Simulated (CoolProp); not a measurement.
A closed Brayton cycle with dry air: compressor inlet 307.15 K and 1.9 MPa, high pressure 5.69 MPa, turbine inlet 885 K, compressor efficiency 0.8, turbine efficiency 0.85, recuperator effectiveness 0.8 (on enthalpy, no pinch check). Each further row changes one setting.

Values from CoolProp's reference Helmholtz-energy equation of state, Lemmon 2000. It is a pseudo-pure fit of the blend.

```
case                           thermal efficiency (%)  net work (kJ/kg)  compressor to turbine work  compressor exit (K)  turbine exit (K)
-----------------------------  ----------------------  ----------------  --------------------------  -------------------  ----------------
as stated                                        24.9              65.6                        0.69                448.5             697.0
turbine inlet 835 K                                 ?              53.6                        0.73                448.5                 ?
compressor inlet 317.15 K                        23.4                 ?                           ?                462.8             697.0
high pressure 4.84 MPa                              ?              62.5                        0.65                424.8                 ?
recuperator effectiveness 0.5                    19.2              65.6                        0.69                448.5             697.0
```

Problem. Complete the blanks.

Solution. 
- turbine inlet 835 K, thermal efficiency (%): 22.1
- turbine inlet 835 K, turbine exit (K): 656.0
- compressor inlet 317.15 K, net work (kJ/kg): 60.8
- compressor inlet 317.15 K, compressor to turbine work: 0.71
- high pressure 4.84 MPa, thermal efficiency (%): 25.4
- high pressure 4.84 MPa, turbine exit (K): 721.9
